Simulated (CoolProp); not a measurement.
Neopentane along the isotherm 452.1 K: fugacity coefficient from the reference equation and from simpler models built on Tc = 433.7 K, pc = 3.196 MPa, ω = 0.196; each cubic takes its own stable root.

Values from CoolProp's reference Helmholtz-energy equation of state, Lemmon 2006. It is a short technical equation, of lower accuracy than the large ones.

| p (MPa) | phase | reference |
|---|---|---|
| 0.499 | gas | 0.9544 |
| 0.999 | gas | 0.9092 |
| 1.5 | gas | 0.8644 |
| 2 | gas | 0.8200 |
| 2.5 | gas | 0.7757 |
| 3 | gas | 0.7312 |
| 3.5 | supercritical | 0.6859 |
| 4 | supercritical | 0.6384 |
| 4.49 | supercritical | 0.5910 |
| 4.99 | supercritical | 0.5487 |
| 5.49 | supercritical | 0.5133 |
| 5.99 | supercritical | 0.4835 |
| 6.49 | supercritical | 0.4582 |
| 6.99 | supercritical | 0.4365 |
| 7.49 | supercritical | 0.4178 |
| 7.99 | supercritical | 0.4014 |

Task: How far does each simpler model (Redlich-Kwong, Soave-Redlich-Kwong, Peng-Robinson) lie from the reference over these 16 states: mean and median of the absolute difference, and the worst?

Result: 
- Redlich-Kwong: mean 0.7 %, median 0.4 %, worst +1.9 % at 452.1 K and 7.99 MPa
- Soave-Redlich-Kwong: mean 1.6 %, median 1.0 %, worst +4.2 % at 452.1 K and 7.99 MPa
- Peng-Robinson: mean 2.3 %, median 2.3 %, worst -3.2 % at 452.1 K and 4 MPa
